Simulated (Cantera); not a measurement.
## Silicon carbide growth: CH3SiH3 + C2H2 + H2

Input: 1 mol CH3SiH3, 0.43 mol C2H2, 130 mol H2, equilibrated at 133 Pa.

Method: chemical equilibrium by Gibbs-energy minimisation in Cantera with the NASA 1993 tables (ideal gas, pure condensed phases). Candidate condensed phases: C, C6H6, C7H8, C8H18, Si, SiC; 87 gas species. The feed counts by its element totals alone. Rates play no part.

| T (°C) | x H2 | x H | x Si | x C2H2 (acetylene) | n C(graphite) | n SiC(s) |
|---|---|---|---|---|---|---|
| 700 | 1.000 | 2.96e-8 | <1e-12 | 5.38e-10 | 0.837 | 1.00 |
| 850 | 1.000 | 1.17e-6 | <1e-12 | 2.20e-8 | 0.855 | 1.00 |
| 1000 | 1.000 | 1.95e-5 | 3.47e-11 | 3.72e-7 | 0.858 | 1.00 |
| 1150 | 1.000 | 0.000182 | 6.08e-9 | 3.43e-6 | 0.858 | 1.000 |
| 1300 | 0.999 | 0.00111 | 3.94e-7 | 2.06e-5 | 0.854 | 1.000 |
| 1450 | 0.995 | 0.00498 | 1.23e-5 | 9.00e-5 | 0.837 | 0.998 |
| 1600 | 0.982 | 0.0175 | 0.000220 | 0.000306 | 0.808 | 0.968 |
| 1750 | 0.946 | 0.0506 | 0.00255 | 0.000845 | 0.981 | 0.604 |
| 1900 | 0.868 | 0.123 | 0.00615 | 0.00192 | 1.14 | 0 |
| 2050 | 0.734 | 0.256 | 0.00555 | 0.00356 | 0.471 | 0 |
| 2200 | 0.541 | 0.449 | 0.00484 | 0.00394 | 0 | 0 |
x: gas mole fraction; n: condensed amount in mol.

From 700 °C to 1750 °C the condensed part is C(graphite) + SiC(s). From 1900 °C to 2050 °C the condensed part is C(graphite). At 2200 °C nothing is condensed.
